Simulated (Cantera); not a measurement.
Silicon oxide and oxynitride deposition: HMDSO + N2O + N2

A closed system holds: 1 mol HMDSO, 2.1 mol N2O, 2.7 mol N2, equilibrated at 1.50 Torr.

These are equilibrium values from Cantera (NASA tables, ideal gas, pure condensed phases), not measurements of a reactor. Candidate condensed phases: C, C6H6, C7H8, C8H18, H2O, Si, SiC, SiO2, Si2N2O, Si3N4; 151 gas species. The feed counts by its element totals alone. Mutual solubility and eutectic melting of coexisting phases are not modelled. The tables' values for SiN are old estimates; treat these amounts as uncertain. Equilibrium is a limit: real reactors are often held back by kinetics, nucleation or transport.

From 500 K to 700 K the condensed part is C(graphite) + SiO2(α-quartz) + Si2N2O(s). From 900 K to 1100 K the condensed part is C(graphite) + SiO2(β-quartz) + Si2N2O(s). At 1300 K the condensed part is C(graphite) + Si2N2O(s). From 1500 K to 2100 K the condensed part is C(graphite) + SiC(s).

```csv
T (K),log p H2,log p N2,log p CH4,log p CO,log p H,n C(graphite),n SiO2(α-quartz),n Si2N2O(s),n SiO2(β-quartz),n SiC(s)
500,-3.30,-3.06,-3.20,-13.86,<-14,2.79,1.40,0.300,0,0
700,-2.88,-3.17,-4.83,-8.49,<-14,5.90,1.40,0.300,0,0
900,-2.88,-3.18,-6.26,-5.51,-11.37,5.98,0,0.307,1.39,0
1100,-2.91,-3.26,-7.26,-3.67,-9.04,4.43,0,0.823,0.353,0
1300,-2.92,-3.29,-7.94,-3.55,-7.42,3.90,0,1.000,0,0
1500,-2.97,-3.25,-8.54,-3.44,-6.24,0.905,0,0,0,1.99
1700,-2.97,-3.25,-8.91,-3.44,-5.32,0.899,0,0,0,1.99
1900,-2.98,-3.25,-9.22,-3.44,-4.59,0.876,0,0,0,1.97
2100,-3.01,-3.27,-9.50,-3.45,-4.01,0.892,0,0,0,1.86
```
log p: log10 of the partial pressure in bar; n: condensed amount in mol.
